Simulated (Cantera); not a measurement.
A closed system holds: 1 mol FeS2, a varied amount of H2, at 1025 K and 1 atm.

Equilibrium computed with Cantera from the NASA thermochemical tables; the gas is ideal and each condensed phase is pure. Candidate condensed phases: Fe, FeS, FeS2, S; 8 gas species. Mutual solubility and eutectic melting of coexisting phases are not modelled. FeS: taken at fixed stoichiometry. Rates play no part.

Q: Which condensed phases are stable at each of these points (n(H2) (mol)): 260, 320, 390, 460, 520, 590, 650, 720, 790, 850, 920, 990, 1100?

A: 
| n(H2) (mol) | condensed phases | Fe condensed (%) |
|---|---|---|
| 260 | FeS(s) | 100.0 |
| 320 | FeS(s) | 100.0 |
| 390 | FeS(s) | 100.0 |
| 460 | FeS(s) | 100.0 |
| 520 | FeS(s) | 100.0 |
| 590 | FeS(s) | 100.0 |
| 650 | FeS(s) | 100.0 |
| 720 | FeS(s) | 100.0 |
| 790 | Fe(α) + FeS(s) | 100.0 |
| 850 | Fe(α) + FeS(s) | 100.0 |
| 920 | Fe(α) + FeS(s) | 100.0 |
| 990 | Fe(α) + FeS(s) | 100.0 |
| 1100 | Fe(α) + FeS(s) | 100.0 |

From 260 mol H2 to 720 mol H2 the condensed part is FeS(s). From 790 mol H2 to 1100 mol H2 the condensed part is Fe(α) + FeS(s).
